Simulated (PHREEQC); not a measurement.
0.76 g of hydrous ferric oxide (600 m²/g; 0.2 weak and 0.005 strong sites per Fe, Dzombak-Morel constants, diffuse double layer) in 1 kg of water with 0.01 mol/kgw of an inert sodium salt and 0.008 mmol/kgw MgCl2, at 25 °C; the pH is set by adding NaOH or the inert anion's acid. Oxygen alone is held at its pressure in air (log pO2 = -0.68). CO2 from the air is kept out. Precipitation was switched off in this run.

Base run: PHREEQC, ion-association model, wateq4f.dat. Each further column changes one thing. The table gives surface charge σ (C/m²).

```csv
pH,base,background salt from 0.01 to 0.001 mol/kgw,oxide from 0.76 to 3.8 g/kgw
4,0.218,0.127,0.228
5,0.114,0.053,0.118
6.5,0.030,0.011,0.031
7.5,0.008,0.003,0.008
8.5,-0.005,-0.002,-0.005
9.5,-0.024,-0.009,-0.024
11,-0.099,-0.055,-0.103
12,-0.228,-0.201,-0.235
```
